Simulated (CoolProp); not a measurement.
Vapour-liquid equilibrium of dimethyl carbonate (1) + n-nonane (2) at 0.253 MPa; x and y are mole fractions of (1).

Values from CoolProp's multi-fluid Helmholtz-energy mixture model, Zhou 2011 and Lemmon 2006; pair parameters Bell 2016.

```tsv
x	bubble temperature (°C)	y at the bubble point	dew temperature at overall composition x (°C)	liquid density (mol/L)
0.05	175.1	0.283	186.8	4.681
0.125	158.9	0.540	183.2	4.998
0.2	147.8	0.676	179.5	5.300
0.275	140.3	0.752	175.5	5.597
0.35	135.4	0.797	171.3	5.902
0.425	132.0	0.826	166.8	6.222
0.5	129.7	0.847	161.8	6.568
0.575	128.0	0.863	156.3	6.948
0.65	126.6	0.877	150.1	7.373
0.725	125.5	0.892	143.1	7.852
0.8	124.4	0.909	135.0	8.398
0.875	123.3	0.932	126.8	9.025
0.95	122.3	0.967	122.7	9.749
```

No azeotrope shows between x = 0.05 and 0.95.

Pair parameters are fitted to limited data, so mixtures are less certain than the pure fluids.
